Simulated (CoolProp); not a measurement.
Vapour-liquid equilibrium of nitrogen (1) + oxygen (2) at 0.38 MPa; x and y are mole fractions of (1).

Computed with CoolProp (multi-fluid Helmholtz-energy mixture model, Span 2000 and Schmidt 1985; pair parameters Gernert 2013).

```csv
x,"bubble temperature, mixture model (K)","bubble temperature, Raoult's law (K)","y, mixture model","y, Raoult's law"
0.05,103.7,103.9,0.135,0.133
0.15,101.4,101.7,0.342,0.345
0.25,99.5,99.8,0.493,0.506
0.35,97.9,98.2,0.609,0.629
0.45,96.4,96.7,0.701,0.725
0.55,95.2,95.3,0.776,0.801
0.65,94.0,94.1,0.839,0.862
0.75,93.0,93.0,0.893,0.911
0.85,92.0,92.0,0.940,0.952
0.95,91.1,91.1,0.981,0.985
```

The largest gap from Raoult's law is -0.3 K in bubble temperature, at x = 0.25. No azeotrope shows between x = 0.05 and 0.95.

Pair parameters are fitted to limited data, so mixtures are less certain than the pure fluids.
